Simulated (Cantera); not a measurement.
An adiabatic, constant-pressure homogeneous reactor starts with CH₄ : O₂ : N₂ : H₂ = 1 : 2.02 : 10.9 : 1.1 (molar parts), equivalence ratio 1.3, at 1750 K and 1.01 bar.

Cantera simulation using GRI-Mech 3.0 (53 species, 325 reactions); the numbers are that mechanism's predictions, not measurements.

Task: Predict: time of steepest temperature rise; temperature at 0.100 s; equilibrium temperature; x(O₂) at 0.100 s; x(NO₂) at 0.100 s.

Result: 
```json
{
 "time_of_steepest_temperature_rise": "52.8 µs",
 "temperature at 0.100 s": "2762 K",
 "equilibrium_temperature": "2762 K",
 "x(O₂) at 0.100 s": "0.00428 (gas-phase equilibrium 0.00428)",
 "x(NO₂) at 0.100 s": "4.71e-7 (gas-phase equilibrium 4.71e-7)"
}
```
